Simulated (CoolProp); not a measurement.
Vapour-liquid equilibrium of carbon dioxide (1) + R152A (2) at -24.05 °C; x and y are mole fractions of (1).

Model: multi-fluid Helmholtz-energy mixture model, Span 1996 and Outcalt 1996; pair parameters Bell 2016, in CoolProp.

Task: Give the bubble pressure and the first vapour's composition at x = 0.05, 0.425, 0.575. Is there an azeotrope?

Result: x = 0.05: 0.1784 MPa, y = 0.447; x = 0.425: 0.7667 MPa, y = 0.906; x = 0.575: 1.003 MPa, y = 0.942. No azeotrope shows between x = 0.05 and 0.95.

The pair parameters rest on a limited set of measurements; away from them the model extrapolates.
